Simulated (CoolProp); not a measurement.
Vapour-liquid equilibrium of R143a (1) + R134a (2) at 224 kPa; x and y are mole fractions of (1).

Values from CoolProp's multi-fluid Helmholtz-energy mixture model, Lemmon and Jacobsen 2000 and Tillner-Roth 1994; pair parameters Lemmon 2004.

Give the bubble temperature and the first vapour's composition at x = 0.45, 0.65, 0.75. Is there an azeotrope?

x = 0.45: 254.4 K, y = 0.643; x = 0.65: 250.3 K, y = 0.807; x = 0.75: 248.4 K, y = 0.872. No azeotrope shows between x = 0.05 and 0.95.

Pair parameters are fitted to limited data, so mixtures are less certain than the pure fluids.
